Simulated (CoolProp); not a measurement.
Dimethyl carbonate at 298.15 K and 0.0049 MPa is compressed adiabatically to 0.0332 MPa with isentropic efficiency 0.6. Each further row changes one setting.

Values from CoolProp's reference Helmholtz-energy equation of state, Zhou 2011.

```tsv
case	work (kJ/kg)	final temperature (K)	final density (kg/m³)
as stated	___	___	___
efficiency 1	___	___	1.06
efficiency 0.65	86.7	___	0.989
```

**Question.** Some entries are withheld; supply them.

**Answer.** 
- as stated, work (kJ/kg): 93.9
- as stated, final temperature (K): 372.3
- as stated, final density (kg/m³): 0.974
- efficiency 1, work (kJ/kg): 56.3
- efficiency 1, final temperature (K): 344.3
- efficiency 0.65, final temperature (K): 367.0
